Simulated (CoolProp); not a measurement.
Model: reference Helmholtz-energy equation of state, Lemmon 2006, in CoolProp. It is a short technical equation, of lower accuracy than the large ones.

Problem. Give the vapour pressure (MPa), liquid density (kg/m³), vapour density (kg/m³), surface tension (mN/m) of saturated CH3F (R41) at 224.9, 244.5 K.

Solution. 
| T (K) | p (MPa) | liquid density (kg/m³) | vapour density (kg/m³) | surface tension (mN/m) |
|---|---|---|---|---|
| 224.9 | 0.417 | 814 | 8.46 | 10.9 |
| 244.5 | 0.859 | 765 | 17.1 | 8.11 |

Surface tension comes from a separate correlation (Mulero 2012).
